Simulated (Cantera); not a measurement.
A perfectly stirred reactor is fed with NH₃ : H₂ = 1 : 3.6 (molar parts), at 13300 Pa; it is held at 1973 K, and followed from long to short residence time.

Model: the gas-phase N/H chemistry of the illustrative SiF4/NH3 mechanism in the Surface Chemkin manual (1991), integrated in Cantera. Walls and surfaces, which speed up NH3 decomposition in real reactors, are not modelled.

Task: What does this change do: temperature 1973 to 2250 K?

Result: 
| quantity | before | after |
|---|---|---|
| x(NH₃) at τ = 1.00 s | 0.0593 | 0.00134 |
| x(H₂) at τ = 1.00 s | 0.875 | 0.898 |
| x(N₂H₄) at τ = 1.00 s | 2.36e-9 | 3.41e-11 |
| x(H) at τ = 1.00 s | 0.000898 | 0.0124 |
| x(N₂H₂) at τ = 1.00 s | 2.20e-7 | 2.77e-8 |
| x(NH₃) at τ = 18.0 ms | 0.208 | 0.126 |
| x(H₂) at τ = 18.0 ms | 0.788 | 0.834 |
| x(N₂H₄) at τ = 18.0 ms | 1.15e-8 | 8.36e-9 |
| x(H) at τ = 18.0 ms | 0.000509 | 0.00191 |
| x(N₂H₂) at τ = 18.0 ms | 8.52e-7 | 1.79e-6 |

Task: What does this change do: H2 3.6 to 7.1 parts?

Result: 
| quantity | before | after |
|---|---|---|
| x(NH₃) at τ = 1.00 s | 0.0593 | 0.0356 |
| x(H₂) at τ = 1.00 s | 0.875 | 0.924 |
| x(N₂H₄) at τ = 1.00 s | 2.36e-9 | 1.20e-9 |
| x(H) at τ = 1.00 s | 0.000898 | 0.00113 |
| x(N₂H₂) at τ = 1.00 s | 2.20e-7 | 1.24e-7 |
| x(NH₃) at τ = 18.0 ms | 0.208 | 0.119 |
| x(H₂) at τ = 18.0 ms | 0.788 | 0.878 |
| x(N₂H₄) at τ = 18.0 ms | 1.15e-8 | 5.12e-9 |
| x(H) at τ = 18.0 ms | 0.000509 | 0.000662 |
| x(N₂H₂) at τ = 18.0 ms | 8.52e-7 | 4.00e-7 |

Task: What does this change do: temperature 1973 to 2125 K?

Result: 
```json
[
 {"quantity": "x(NH₃) at τ = 1.00 s", "before": "0.0593", "after": "0.0117"},
 {"quantity": "x(H₂) at τ = 1.00 s", "before": "0.875", "after": "0.901"},
 {"quantity": "x(N₂H₄) at τ = 1.00 s", "before": "2.36e-9", "after": "3.64e-10"},
 {"quantity": "x(H) at τ = 1.00 s", "before": "0.000898", "after": "0.00317"},
 {"quantity": "x(N₂H₂) at τ = 1.00 s", "before": "2.20e-7", "after": "9.51e-8"},
 {"quantity": "x(NH₃) at τ = 18.0 ms", "before": "0.208", "after": "0.177"},
 {"quantity": "x(H₂) at τ = 18.0 ms", "before": "0.788", "after": "0.805"},
 {"quantity": "x(N₂H₄) at τ = 18.0 ms", "before": "1.15e-8", "after": "1.15e-8"},
 {"quantity": "x(H) at τ = 18.0 ms", "before": "0.000509", "after": "0.00105"},
 {"quantity": "x(N₂H₂) at τ = 18.0 ms", "before": "8.52e-7", "after": "1.53e-6"}
]
```
